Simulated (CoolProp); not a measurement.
Vapour-liquid equilibrium of cyclohexane (1) + dimethyl carbonate (2) at 0.55 MPa; x and y are mole fractions of (1).

Computed with CoolProp (multi-fluid Helmholtz-energy mixture model, Zhou 2014 and Zhou 2011; pair parameters Bell 2016).

Question: Give the bubble temperature and the first vapour's composition at x = 0.5, 0.8, 0.95. Is there an azeotrope?

Answer: x = 0.5: 138.6 °C, y = 0.534; x = 0.8: 140.4 °C, y = 0.708; x = 0.95: 146.0 °C, y = 0.893. y crosses x between x = 0.5 and 0.65: the model has an azeotrope there.

The pair parameters rest on a limited set of measurements; away from them the model extrapolates.
